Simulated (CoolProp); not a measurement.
The fluid at 293.15 K and 0.00778 MPa is compressed adiabatically to 0.0215 MPa with isentropic efficiency 0.75. The same conditions are run with several fluids, on thermodynamics alone (safety and materials aside).

Model: reference Helmholtz-energy equation of state of each fluid (cyclohexane: Zhou 2014; R1132(E): Akasaka 2024; carbonyl sulfide: Lemmon 2006; R114: Platzer 1990; R236FA: Pan 2012), in CoolProp. The equations of Platzer and Polt are older, rougher fits.

Q: Rank cyclohexane, R1132(E), carbonyl sulfide, R114, R236FA by work (kJ/kg), highest first.

A: carbonyl sulfide (60.8), R1132(E) (55.3), cyclohexane (40.5), R236FA (22.4), R114 (20.0)

```
fluid             final temperature (K)  final density (kg/m³)
----------------  ---------------------  ---------------------
cyclohexane                       324.4                  0.678
R1132(E)                          349.6                  0.474
carbonyl sulfide                  377.8                  0.412
R114                              321.8                   1.38
R236FA                            320.2                   1.23
```
